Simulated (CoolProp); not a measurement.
The numbers come from the reference Helmholtz-energy equation of state, Thol 2016 in CoolProp.

Task: Give the vapour pressure (MPa), liquid density (kg/m³), enthalpy of vaporisation (kJ/kg) of saturated R1234ze(E) at 193.2, 217.9 K.

Result: 
| T (K) | p (MPa) | liquid density (kg/m³) | enthalpy of vaporisation (kJ/kg) |
|---|---|---|---|
| 193.2 | 0.00251 | 1450 | 229 |
| 217.9 | 0.0152 | 1390 | 215 |
